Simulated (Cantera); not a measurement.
Charge: 1 mol SiH4, 0.017 mol HCl, 100 mol H2, held at 0.0340 bar.

Equilibrium computed with Cantera from the NASA thermochemical tables; the gas is ideal and each condensed phase is pure. Candidate condensed phases: Si; 19 gas species. Rates play no part.

Q: At 1450 K, list the 3 most abundant gas species with their mole fractions, and the condensed phases.

A: H2 1.000, HCl 0.000166, H 5.13e-5. Condensed: Si(s).
